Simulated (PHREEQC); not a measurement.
Model water analysis in mg/L, 25 °C, pH 5.5, pe 12.2:

```tsv
constituent	mg/L
Na	0.119
K	0.0424
Ca	2.84
Mg	0.455
Cl	2.6
S(6) as SO4	0.216
Alkalinity as HCO3	6.31
Li	0.00819
Si as SiO2	0.062
```

Valence states are taken as typed.

The numbers come from PHREEQC with the ion-association model, phreeqc.dat.

No solid was allowed to form.

Task: Estimate the charge-balance error.

Result: charge-balance error 1.4 %.

Task: In which forms is S present?

Result: SO4-2 99 %, CaSO4 1.1 % of the S.
